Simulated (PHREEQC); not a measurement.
Reverse-osmosis permeate

Model water analysis in mg/L, 40 °C, pH 6.81, pe 8.6:

| constituent | mg/L |
|---|---|
| Na | 2.44 |
| K | 0.24 |
| Ca | 1.83 |
| Mg | 0.247 |
| Cl | 1.89 |
| S(6) as SO4 | 1.79 |
| Alkalinity as HCO3 | 8.22 |
| Cu(2) | 0.339 |
| N(5) as NO3 | 0.00295 |
| Br | 0.279 |
| Cd | 0.00677 |
| Zn | 0.00274 |

Cl is adjusted to close the charge balance.
Valence states are taken as typed.

All values are PHREEQC results (ion-association model, wateq4f.dat), not measurements.

| Quantity | Result |
|---|---|
| ionic strength | 0.000305 mol/kgw |

```tsv
species	molality	activity	log γ
HCO3-	0.000129	0.000126	-0.009
Na+	0.000106	0.000104	-0.009
Cl-	5.93e-5	5.81e-5	-0.009
Ca+2	4.54e-5	4.18e-5	-0.036
CO2	3.88e-5	3.88e-5	0.000
SO4-2	1.84e-5	1.69e-5	-0.036
```

This is a speciation only: nothing precipitates in the calculation. Saturation is exceeded, for instance for Malachite, Tenorite (slow to form); the values hold only as long as no solid forms. Constants without temperature data keep their 25 °C values here. The database's constant for dissolved Cu(OH)2 is higher than later reviews accept.
